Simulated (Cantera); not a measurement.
Feed: 1 mol SiCl₄, 0.14 mol C₂H₄, 180 mol H₂, held at 26000 Pa.

Cantera equilibrium calculation (NASA polynomials, part measured and part estimated; ideal gas, pure solids and liquids). Candidate condensed phases: C, C₆H₆, C₇H₈, C₈H₁₈, Si, SiC; 109 gas species. Mutual solubility and eutectic melting of coexisting phases are not modelled. The tables' values for SiCl are old estimates; treat these amounts as uncertain. Gases not in the tables: Si₂H₆ and higher silanes. Kinetics and transport are ignored.

x: gas mole fraction; n: condensed amount in mol.

```
T (K)   x H₂       x H   x HCl      x Si  n Si(l)  n SiC(s)
-----  -----  --------  ------  --------  -------  --------
1723   0.979  0.000354  0.0193   3.78e-6    0.474     0.279
1823   0.978         ?  0.0195         ?    0.493     0.279
1923   0.977         ?  0.0198         ?    0.494     0.278
2023   0.975   0.00368  0.0199  0.000219    0.461     0.276
2123   0.971   0.00693  0.0199  0.000654    0.351     0.269
2223   0.964    0.0123  0.0198   0.00177   0.0687     0.243
2323   0.954    0.0209  0.0202   0.00272        0     0.120
2423   0.940    0.0337  0.0203   0.00358        0         0
```

Question: Fill in the missing entries.

Answer: 
- 1923, x H: 0.00183
- 1923, x Si: 6.52e-5
- 1823, x H: 0.000840
- 1823, x Si: 1.70e-5
